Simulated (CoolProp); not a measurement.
Vapour-liquid equilibrium of propane (1) + n-pentane (2) at 278 K; x and y are mole fractions of (1).

Model: multi-fluid Helmholtz-energy mixture model, Lemmon 2009 and Thol 2019; pair parameters Kunz 2012, in CoolProp.

```json
[
 {"x": "0.05", "bubble pressure, mixture model (MPa)": "0.06136", "bubble pressure, Raoult's law (MPa)": "0.05628", "y, mixture model": "0.521", "y, Raoult's law": "0.487"},
 {"x": "0.15", "bubble pressure, mixture model (MPa)": "0.1190", "bubble pressure, Raoult's law (MPa)": "0.1081", "y, mixture model": "0.771", "y, Raoult's law": "0.761"},
 {"x": "0.25", "bubble pressure, mixture model (MPa)": "0.1726", "bubble pressure, Raoult's law (MPa)": "0.1599", "y, mixture model": "0.855", "y, Raoult's law": "0.858"},
 {"x": "0.35", "bubble pressure, mixture model (MPa)": "0.2236", "bubble pressure, Raoult's law (MPa)": "0.2118", "y, mixture model": "0.899", "y, Raoult's law": "0.907"},
 {"x": "0.45", "bubble pressure, mixture model (MPa)": "0.2729", "bubble pressure, Raoult's law (MPa)": "0.2636", "y, mixture model": "0.927", "y, Raoult's law": "0.937"},
 {"x": "0.55", "bubble pressure, mixture model (MPa)": "0.3215", "bubble pressure, Raoult's law (MPa)": "0.3154", "y, mixture model": "0.946", "y, Raoult's law": "0.957"},
 {"x": "0.65", "bubble pressure, mixture model (MPa)": "0.3698", "bubble pressure, Raoult's law (MPa)": "0.3673", "y, mixture model": "0.961", "y, Raoult's law": "0.971"},
 {"x": "0.75", "bubble pressure, mixture model (MPa)": "0.4184", "bubble pressure, Raoult's law (MPa)": "0.4191", "y, mixture model": "0.974", "y, Raoult's law": "0.982"},
 {"x": "0.85", "bubble pressure, mixture model (MPa)": "0.4682", "bubble pressure, Raoult's law (MPa)": "0.4709", "y, mixture model": "0.985", "y, Raoult's law": "0.990"},
 {"x": "0.95", "bubble pressure, mixture model (MPa)": "0.5207", "bubble pressure, Raoult's law (MPa)": "0.5228", "y, mixture model": "0.995", "y, Raoult's law": "0.997"}
]
```

The largest gap from Raoult's law is +10.1 % in bubble pressure, at x = 0.15. No azeotrope shows between x = 0.05 and 0.95.

Pair parameters are fitted to limited data, so mixtures are less certain than the pure fluids. The gap from Raoult's law changes sign with composition, which may be real or a fault of the pair parameters; it wasn't checked against measurements.
